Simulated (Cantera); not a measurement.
A closed system holds: 1 mol Cu, 0.005 mol O₂, 22 mol H₂, equilibrated at 1.00 Torr.

Method: chemical equilibrium by Gibbs-energy minimisation in Cantera with the NASA 1993 tables (ideal gas, pure condensed phases). Candidate condensed phases: Cu, CuO, Cu(OH)₂, Cu₂O, H₂O; 12 gas species. Rates play no part. All values below are at 1225 K.

Base state: H₂ 1.000, H₂O 0.000455, Cu 1.81e-5 (mole fractions); condensed: Cu(s).

**Question.** What changes in the equilibrium state with this change: Cu replaced by Al?

**Answer.** 
```csv
species,before,after
H₂,1.000,1.000
Al,0,3.77e-5
H₂O,0.000455,<1e-9
Cu,1.81e-5,0
"Cu(s), mol",1.000,0
"Al(l), mol",0,0.992
"Al₂O₃(s), mol",0,0.00328
```
Mutual solubility and eutectic melting of coexisting phases are not modelled. Further candidate phases: Al, Al₂O₃.
